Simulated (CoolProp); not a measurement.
R142b along the isobar 2.46 MPa: Z from the reference equation and from simpler models built on Tc = 410.3 K, pc = 4.055 MPa, ω = 0.232; each cubic takes its own stable root.

Values from CoolProp's reference Helmholtz-energy equation of state, Lemmon 2006. It is a short technical equation, of lower accuracy than the large ones.

| T (K) | phase | reference |
|---|---|---|
| 156 | liquid | 0.1338 |
| 192.8 | liquid | 0.1144 |
| 229.5 | liquid | 0.1018 |
| 266.2 | liquid | 0.09360 |
| 303 | liquid | 0.08868 |
| 339.7 | liquid | 0.08714 |
| 376.5 | liquid | 0.09171 |
| 413.2 | gas | 0.7540 |
| 449.9 | gas | 0.8305 |

Q: How far does each simpler model (van der Waals, Soave-Redlich-Kwong, Peng-Robinson) lie from the reference over these 9 states: mean and median of the absolute difference, and the worst?

A: 
- van der Waals: mean 118.8 %, median 66.1 %, worst +662.7 % at 376.5 K and 2.46 MPa
- Soave-Redlich-Kwong: mean 10.4 %, median 11.2 %, worst +20.4 % at 376.5 K and 2.46 MPa
- Peng-Robinson: mean 2.0 %, median 1.7 %, worst +6.4 % at 376.5 K and 2.46 MPa

At some of these states van der Waals gives the other phase, because its saturation line lies elsewhere.
